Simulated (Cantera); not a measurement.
An isothermal, constant-pressure homogeneous reactor starts with 11.6 % NO, 88.4 % N₂, at 1950 K and 750 Torr.

Cantera simulation using GRI-Mech 3.0 (53 species, 325 reactions); the numbers are that mechanism's predictions, not measurements.

Question: Predict: x(NO) at 2.00 s; x(N₂O) at 2.00 s; x(O₂) at 2.00 s; x(O) at 2.00 s; x(NO₂) at 2.00 s; x(N₂) at 2.00 s.

Answer: 
| Quantity | Value |
|---|---|
| x(NO) at 2.00 s | 0.0685 (gas-phase equilibrium 0.00377) |
| x(N₂O) at 2.00 s | 2.28e-6 (gas-phase equilibrium 2.33e-7) |
| x(O₂) at 2.00 s | 0.0238 (gas-phase equilibrium 0.0562) |
| x(O) at 2.00 s | 7.20e-5 (gas-phase equilibrium 0.000108) |
| x(NO₂) at 2.00 s | 4.41e-5 (gas-phase equilibrium 3.66e-6) |
| x(N₂) at 2.00 s | 0.908 (gas-phase equilibrium 0.940) |
